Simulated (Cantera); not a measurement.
# Adiabatic ignition

An adiabatic, constant-pressure homogeneous reactor starts with CH3OH : O2 : N2 : CO2 = 1 : 1.25 : 4.7 : 0.24 (molar parts), at 1048 K and 101000 Pa.

Computed with Cantera and GRI-Mech 3.0 (53 species, 325 reactions). GRI-Mech 3.0 was tuned for natural gas; its chemistry of methanol as a main component is partial and can be far from experiment.

```tsv
t (s)	T (K)	x CH3OH	x O2	x CO2	x HO2	x HCN	x C2H2	x NO
7.00e-6	1048	0.139	0.174	0.0334	3.20e-10	<1e-12	<1e-12	<1e-12
2.19e-5	1048	0.139	0.174	0.0334	1.12e-9	<1e-12	<1e-12	<1e-12
6.87e-5	1048	0.139	0.174	0.0334	3.92e-9	<1e-12	<1e-12	<1e-12
0.000215	1048	0.139	0.174	0.0334	1.37e-8	<1e-12	<1e-12	<1e-12
0.000675	1048	0.139	0.174	0.0334	4.51e-8	<1e-12	<1e-12	<1e-12
0.00211	1048	0.139	0.174	0.0334	1.44e-7	<1e-12	<1e-12	<1e-12
0.00662	1048	0.139	0.174	0.0334	4.46e-7	<1e-12	<1e-12	<1e-12
0.0208	1048	0.139	0.174	0.0334	1.32e-6	<1e-12	<1e-12	<1e-12
0.0650	1048	0.139	0.174	0.0334	4.26e-6	<1e-12	<1e-12	<1e-12
0.204	2509	<1e-12	0.00443	0.0976	1.21e-6	1.21e-9	<1e-12	0.00289
0.638	2509	<1e-12	0.00443	0.0976	1.21e-6	1.23e-9	<1e-12	0.00293
2.00	2509	<1e-12	0.00443	0.0976	1.21e-6	1.23e-9	<1e-12	0.00293
```
x: mole fraction; the columns are a selection and need not sum to one.

```
Quantity                                                            Result
---------------------------------  ---------------------------------------
time of steepest temperature rise                                  0.163 s
temperature at 2.00 s                                               2509 K
equilibrium temperature                                             2509 K
x(CH3OH) at 2.00 s                   <1e-12 (gas-phase equilibrium <1e-12)
x(O2) at 2.00 s                    0.00443 (gas-phase equilibrium 0.00443)
x(CO2) at 2.00 s                     0.0976 (gas-phase equilibrium 0.0976)
```
